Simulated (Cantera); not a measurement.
Feed: 1 mol trisilylamine, 1.7 mol N₂, equilibrated at 1325 K and 0.100 bar.

Method: chemical equilibrium by Gibbs-energy minimisation in Cantera with the NASA 1993 tables (ideal gas, pure condensed phases). Candidate condensed phases: Si, Si₃N₄; 18 gas species. The feed counts by its element totals alone. Rates play no part.

### Question
What is the equilibrium state?

### Answer
```
Item                                 Result
--------------------------------  ---------
x(H₂)                                 0.957
x(N₂)                                0.0426
x(H)                                5.06e-6
x(NH₃)                              2.17e-6
n(Si₃N₄(s))                        1.00 mol
gas amount                        4.700 mol
log10 activity of Si(s) (absent)      -2.43
```
